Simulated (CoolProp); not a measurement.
C3F8 (R218) along the isobar 31.3 bar: density (kg/m³) from the reference equation and from simpler models built on Tc = 345.0 K, pc = 26.40 bar, ω = 0.317; each cubic takes its own stable root.

Model: reference Helmholtz-energy equation of state, Lemmon 2006, in CoolProp. It is a short technical equation, of lower accuracy than the large ones.

```csv
T (K),phase,reference
133.4,liquid,1985
164.1,liquid,1878
194.8,liquid,1773
225.4,liquid,1666
256.1,liquid,1549
286.7,liquid,1416
317.4,liquid,1244
348,supercritical,891.3
378.7,supercritical,293.4
409.3,supercritical,226.8
440,supercritical,192.9
```

How far does each simpler model (van der Waals, Redlich-Kwong, Soave-Redlich-Kwong, Peng-Robinson) lie from the reference over these 11 states: mean and median of the absolute difference, and the worst?


- van der Waals: mean 27.6 %, median 35.3 %, worst -38.9 % at 133.4 K and 31.3 bar
- Redlich-Kwong: mean 8.8 %, median 8.4 %, worst -16.0 % at 348 K and 31.3 bar
- Soave-Redlich-Kwong: mean 6.3 %, median 5.1 %, worst -17.7 % at 348 K and 31.3 bar
- Peng-Robinson: mean 4.8 %, median 5.3 %, worst -9.7 % at 348 K and 31.3 bar
